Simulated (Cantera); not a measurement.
Input: 1 mol Si2H6, 8.5 mol CO2, 5 mol O3, equilibrated at 0.260 bar.

These are equilibrium values from Cantera (NASA tables, ideal gas, pure condensed phases), not measurements of a reactor. Candidate condensed phases: C, C6H6, C7H8, C8H18, H2O, Si, SiC, SiO2; 123 gas species. The feed counts by its element totals alone. The tables hold silica as quartz up to 1696 K and as liquid above; real silica turns to tridymite and cristobalite and melts near 1996 K. Gases not in the tables: Si(OH)4. The numbers say what is thermodynamically allowed, not how fast it happens.

Which condensed phases are stable at each of these points (T (°C)): 1050, 1100, 1150, 1200, 1250, 1300, 1350, 1400, 1450, 1500, 1550, 1600, 1650, 1700?


```
T (°C)  condensed phases  Si condensed (%)
------  ----------------  ----------------
1050      SiO2(β-quartz)             100.0
1100      SiO2(β-quartz)             100.0
1150      SiO2(β-quartz)             100.0
1200      SiO2(β-quartz)             100.0
1250      SiO2(β-quartz)             100.0
1300      SiO2(β-quartz)             100.0
1350      SiO2(β-quartz)             100.0
1400      SiO2(β-quartz)             100.0
1450     SiO2(condensed)             100.0
1500     SiO2(condensed)             100.0
1550     SiO2(condensed)             100.0
1600     SiO2(condensed)             100.0
1650     SiO2(condensed)             100.0
1700     SiO2(condensed)             100.0
```

From 1050 °C to 1400 °C the condensed part is SiO2(β-quartz). From 1450 °C to 1700 °C the condensed part is SiO2(condensed).
